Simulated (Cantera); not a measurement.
Input: 1 mol SiO₂, 0.55 mol CH₄, 8.5 mol H₂, at 0.100 bar.

Cantera equilibrium calculation (NASA polynomials, part measured and part estimated; ideal gas, pure solids and liquids). Candidate condensed phases: C, C₆H₆, C₇H₈, C₈H₁₈, H₂O, Si, SiC, SiO₂; 123 gas species. Mutual solubility and eutectic melting of coexisting phases are not modelled. The tables hold silica as quartz up to 1696 K and as liquid above; real silica turns to tridymite and cristobalite and melts near 1996 K. Kinetics and transport are ignored.

x: gas mole fraction; n: condensed amount in mol.

```
T (K)   x H₂     x CH₄      x CO    x H₂O     x SiO      x H  n C(graphite)  n SiO₂(β-quartz)  n SiC(s)
-----  -----  --------  --------  -------  --------  -------  -------------  ----------------  --------
1000   0.991   0.00937   1.25e-6  4.89e-8  1.03e-10  7.14e-9          0.461             1.000         0
1050   0.994       [?]       [?]      [?]       [?]      [?]          0.496             1.000         0
1100   0.996       [?]       [?]      [?]       [?]      [?]          0.515             1.000       [?]
1150   0.998   0.00233  0.000146  6.82e-7   4.17e-8  2.36e-7          0.526             0.999  0.000701
1200   0.998   0.00157  0.000545  1.41e-6   2.20e-7  6.23e-7          0.527             0.997   0.00262
1250   0.997   0.00109   0.00183  2.74e-6   1.01e-6  1.53e-6          0.513             0.991   0.00878
1300   0.994  0.000776   0.00557  5.05e-6   4.14e-6  3.49e-6          0.462             0.973    0.0269
```

Question: Complete the blanks.

Answer: 
- 1050, x CH₄: 0.00566
- 1050, x CO: 7.12e-6
- 1050, x H₂O: 1.28e-7
- 1050, x SiO: 9.24e-10
- 1050, x H: 2.56e-8
- 1100, x CH₄: 0.00356
- 1100, x CO: 3.45e-5
- 1100, x H₂O: 3.08e-7
- 1100, x SiO: 6.78e-9
- 1100, x H: 8.16e-8
- 1100, n SiC(s): 0.000167
